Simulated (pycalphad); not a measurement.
CALPHAD calculation (pycalphad, COST 507 light-alloy database (1999)), 1 atm. These are 1990s assessments: newer ones move some temperatures and phases. Phase fractions are per mole of atoms.

Task: Give the equilibrium state of Mg-0.5196Si (wt.%) at 627 °C.

Result: 
```
T = 900.00 K, P = 101325 Pa, N = 1 mol of atoms
G = -40090 J/mol, H = 16691 J/mol, S = 63.09 J/(mol K)  (SER reference)
chemical potentials (J/mol): Mg -39903, Si -81514
phase             fraction      x(Mg)      x(Si)
HCP_A3              0.9866     1.0000   2.32e-05
MG2SI               0.0134     0.6667     0.3333
```

Database names, with the compositions (at.%) that they take in these runs: MG2SI: Mg 67 Si 33. HCP_A3 is hcp.
